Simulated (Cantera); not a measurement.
An isothermal, constant-pressure homogeneous reactor starts with 0.233 % CH4, 93.2 % H2, 6.53 % O2, equivalence ratio 7.2, at 1798 K and 173 Torr.

Model: GRI-Mech 3.0 (53 species, 325 reactions), integrated in Cantera. The temperature is held fixed by assumption; the heat of reaction is taken as removed at once.

x: mole fraction; the columns are a selection and need not sum to one.

| t (s) | x CH4 | x H2 | x O2 | x C2H6 | x H2O | x H2O2 | x HCO |
|---|---|---|---|---|---|---|---|
| 2.00e-5 | 0.00227 | 0.930 | 0.0643 | 4.58e-9 | 0.00182 | 8.59e-7 | 1.38e-8 |
| 6.83e-5 | 4.11e-5 | 0.755 | 2.04e-5 | 1.24e-9 | 0.127 | 6.89e-9 | 2.46e-7 |
| 0.000233 | 4.68e-7 | 0.768 | 8.21e-6 | <1e-12 | 0.128 | 5.79e-9 | 1.02e-8 |
| 0.000795 | 3.94e-8 | 0.795 | 3.93e-6 | <1e-12 | 0.131 | 3.71e-9 | 7.18e-9 |
| 0.00271 | 2.81e-9 | 0.828 | 9.00e-7 | <1e-12 | 0.134 | 1.37e-9 | 5.51e-9 |
| 0.00926 | 8.21e-10 | 0.849 | (withheld) | <1e-12 | 0.135 | 2.64e-10 | (withheld) |
| 0.0316 | 7.08e-10 | 0.857 | (withheld) | <1e-12 | 0.136 | 3.19e-11 | (withheld) |
| 0.108 | 7.92e-10 | 0.860 | 1.15e-9 | <1e-12 | 0.136 | 3.67e-12 | 4.16e-10 |
| 0.368 | 8.53e-10 | 0.860 | 3.35e-10 | <1e-12 | 0.136 | 1.10e-12 | 2.32e-10 |
| 1.26 | 6.34e-10 | 0.861 | 3.09e-10 | <1e-12 | 0.136 | 1.02e-12 | 2.23e-10 |
| 4.29 | 1.67e-10 | 0.861 | 3.09e-10 | <1e-12 | 0.136 | 1.02e-12 | 2.23e-10 |
| 14.6 | 9.88e-11 | 0.861 | 3.09e-10 | <1e-12 | 0.136 | 1.02e-12 | 2.23e-10 |
| 50.0 | 9.88e-11 | 0.861 | 3.09e-10 | <1e-12 | 0.136 | 1.02e-12 | 2.23e-10 |

Question: Fill in the missing entries.

Answer: 
- 0.00926, x O2: 1.12e-7
- 0.00926, x HCO: 3.01e-9
- 0.0316, x O2: 1.09e-8
- 0.0316, x HCO: 1.18e-9
